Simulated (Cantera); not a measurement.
A closed system holds: 1 mol HgO, 1.8 mol H2, equilibrated at 1473.15 K and 12.0 mbar.

These are equilibrium values from Cantera (NASA tables, ideal gas, pure condensed phases), not measurements of a reactor. Candidate condensed phases: H2O, Hg, HgO; 10 gas species. Equilibrium is a limit: real reactors are often held back by kinetics, nucleation or transport.

**Question.** What is the equilibrium state?

**Answer.** 
- x(Hg): 0.357
- x(H2O): 0.357
- x(H2): 0.286
- x(H): 6.18e-5
- x(OH): 2.01e-6
- gas amount: 2.800 mol
- log10 activity of Hg(l) (absent): -5.08
